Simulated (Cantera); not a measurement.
Cantera run, input and output.

```python
import numpy as np
import cantera as ct

gas = ct.Solution("h2o2.yaml")
gas.TPX = 473, 59000, {'H2': 1, 'O2': 0.455, 'N2': 1.71}
flame = ct.FreeFlame(gas, width=0.058)
flame.set_refine_criteria(ratio=3, slope=0.08, curve=0.16)
flame.transport_model = "unity-Lewis-number"
flame.solve(loglevel=0, auto=True)
z, T = flame.grid, flame.T
thick = (T[-1] - T[0]) / np.gradient(T, z).max()
show = ['H2', 'O2', 'H', 'H2O', 'OH', 'O']
print(f"laminar burning velocity  {flame.velocity[0] * 100:.3f} cm/s")
print(f"burnt temperature         {T[-1]:.1f} K")
print(f"thermal thickness         {thick * 1e3:.4f} mm")
print(f"grid points               {len(z)}")
z0 = z[flame.heat_release_rate.argmax()]
print(f"{'z/mm':>9s}{'T/K':>9s}{'u/(m/s)':>9s}" + "".join(f"{s:>11s}" for s in show))
rows = []
for k in (-3, -2, -1.5, -1, -0.5, -0.25, 0, 0.25, 0.5, 1, 2, 4, 8):
    zz = z0 + k * thick
    rows.append([k * thick, np.interp(zz, z, T), np.interp(zz, z, flame.velocity),
                 *(np.interp(zz, z, flame.X[gas.species_index(s)]) for s in show)])
    print(f"{rows[-1][0] * 1e3:9.3f}{rows[-1][1]:9.1f}{rows[-1][2]:9.3f}" + "".join(f"{x:11.3e}" for x in rows[-1][3:]))
```

It prints:

```
laminar burning velocity  326.695 cm/s
burnt temperature         2468.0 K
thermal thickness         0.6620 mm
grid points               122
     z/mm      T/K  u/(m/s)         H2         O2          H        H2O         OH          O
   -1.986    473.0    3.267  3.160e-01  1.438e-01  4.501e-14  1.117e-08  3.151e-14  2.310e-12
   -1.324    473.0    3.267  3.160e-01  1.438e-01  4.245e-12  5.074e-07  2.975e-12  2.176e-10
   -0.993    473.0    3.267  3.160e-01  1.438e-01  3.532e-11  3.002e-06  2.485e-11  1.797e-09
   -0.662    473.5    3.270  3.159e-01  1.437e-01  1.229e-09  5.551e-05  9.086e-10  5.264e-08
   -0.331    505.8    3.486  3.125e-01  1.419e-01  1.633e-05  4.047e-03  1.003e-05  8.774e-06
   -0.165    755.7    5.129  2.796e-01  1.260e-01  4.109e-03  3.955e-02  4.780e-04  3.488e-04
    0.000   1228.3    8.096  1.556e-01  7.132e-02  4.827e-02  1.495e-01  3.510e-03  5.498e-03
    0.165   1515.1    9.793  7.090e-02  3.098e-02  7.558e-02  2.241e-01  9.660e-03  1.149e-02
    0.331   1656.2   10.588  6.061e-02  2.279e-02  6.786e-02  2.404e-01  1.270e-02  1.189e-02
    0.662   1813.4   11.446  6.032e-02  1.894e-02  5.282e-02  2.515e-01  1.502e-02  1.020e-02
    1.324   1976.1   12.308  5.900e-02  1.529e-02  3.828e-02  2.641e-01  1.635e-02  7.835e-03
    2.648   2129.6   13.096  5.571e-02  1.163e-02  2.617e-02  2.779e-01  1.629e-02  5.434e-03
    5.296   2265.7   13.776  5.099e-02  8.174e-03  1.685e-02  2.921e-01  1.480e-02  3.367e-03
```

Computed with Cantera and the H2/O2 subset of GRI-Mech 3.0, which has no nitrogen chemistry. Unity Lewis numbers drop preferential diffusion, which matters most where H2 and H carry the flame. Burning velocities carry a grid error of a few per cent, more on coarse grids.
